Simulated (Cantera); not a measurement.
Feed: 1 mol SiH2Cl2, 2.9 mol NO, equilibrated at 1575 K and 8.20 Pa.

Equilibrium computed with Cantera from the NASA thermochemical tables; the gas is ideal and each condensed phase is pure. Candidate condensed phases: H2O, NH4Cl, Si, SiO2, Si2N2O, Si3N4; 47 gas species. The tables hold silica as quartz up to 1696 K and as liquid above; real silica turns to tridymite and cristobalite and melts near 1996 K. The numbers say what is thermodynamically allowed, not how fast it happens.

Base state: HCl 0.372, N2 0.360, Cl 0.124, O2 0.0799, H2O 0.0618, OH 0.000945, NO 0.000723, O 0.000334 (mole fractions); condensed: SiO2(β-quartz).

**Question.** What changes in the equilibrium state with this change: NO from 2.9 to 0.89 mol?

**Answer.** 
```
species                before    after
-------------------  --------  -------
HCl                     0.372    0.520
SiO                   3.16e-7    0.266
N2                      0.360    0.133
O2                     0.0799    <1e-9
SiCl2                   <1e-9   0.0315
H2O                    0.0618  2.37e-6
H2                   0.000119   0.0380
Cl                      0.124  0.00973
SiCl3                   <1e-9  0.00120
NO                   0.000723    <1e-9
OH                   0.000945  2.03e-9
SiO2(β-quartz), mol     1.000        0
```
The tables' values for SiCl3 are old estimates; treat these amounts as uncertain.

**Question.** What changes in the equilibrium state with this change: SiH2Cl2 replaced by SiCl4?

**Answer.** 
| species | before | after |
|---|---|---|
| Cl | 0.124 | 0.672 |
| N2 | 0.360 | 0.246 |
| O2 | 0.0799 | 0.0761 |
| HCl | 0.372 | 0 |
| H2O | 0.0618 | 0 |
| OH | 0.000945 | 0 |
| H2 | 0.000119 | 0 |
| H | 5.00e-5 | 0 |
| SiO2(β-quartz), mol | 1.000 | 1.000 |

**Question.** What changes in the equilibrium state with this change: pressure from 8.20 Pa to 2.40 mbar?

**Answer.** 
| species | before | after |
|---|---|---|
| HCl | 0.372 | 0.422 |
| N2 | 0.360 | 0.364 |
| O2 | 0.0799 | 0.0924 |
| Cl | 0.124 | 0.0779 |
| H2O | 0.0618 | 0.0404 |
| H | 5.00e-5 | 3.10e-6 |
| Cl2 | 0.000142 | 0.00163 |
| H2 | 0.000119 | 1.33e-5 |
| O | 0.000334 | 6.64e-5 |
| SiO2(β-quartz), mol | 1.000 | 1.00 |
